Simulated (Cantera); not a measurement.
An isothermal, constant-pressure homogeneous reactor starts with C2H6 : N2 = 1 : 190 (molar parts), at 1798 K and 100.0 Torr.

Model: GRI-Mech 3.0 (53 species, 325 reactions), integrated in Cantera. GRI-Mech 3.0 stops at C3 and has no aromatics, soot or wall deposition, so with more carbon than oxygen in the feed, carbon stays in small species such as C2H2 where larger ones or solid carbon would form.

x: mole fraction; the columns are a selection and need not sum to one.

```csv
t (s),x C2H6,x C2H,x C2H4,x CH2,x CH3,x C2H2,x HCN
5.00e-5,0.00313,2.18e-9,0.000348,1.40e-5,0.00325,5.66e-6,2.23e-7
0.000293,(withheld),(withheld),(withheld),(withheld),(withheld),(withheld),(withheld)
0.00172,7.23e-7,1.16e-6,0.000102,4.29e-6,0.000212,0.00472,6.74e-5
0.0101,7.73e-8,5.44e-7,5.88e-6,7.88e-7,6.39e-5,0.00497,8.05e-5
0.0592,1.17e-8,3.70e-7,1.03e-6,2.16e-7,2.41e-5,0.00505,8.90e-5
0.347,9.09e-10,3.90e-7,2.31e-7,6.53e-8,6.75e-6,0.00511,0.000103
2.04,6.97e-12,4.16e-7,1.66e-7,(withheld),(withheld),0.00512,0.000120
11.9,<1e-12,4.24e-7,1.66e-7,5.11e-10,4.76e-8,0.00512,0.000123
70.0,<1e-12,4.24e-7,1.66e-7,3.26e-10,3.04e-8,0.00512,0.000125
```

**Question.** Complete the blanks.

**Answer.** 
- 0.000293, x C2H6: 5.44e-5
- 0.000293, x C2H: 2.54e-6
- 0.000293, x C2H4: 0.00166
- 0.000293, x CH2: 2.69e-5
- 0.000293, x CH3: 0.00156
- 0.000293, x C2H2: 0.00232
- 0.000293, x HCN: 3.30e-5
- 2.04, x CH2: 6.18e-9
- 2.04, x CH3: 5.93e-7
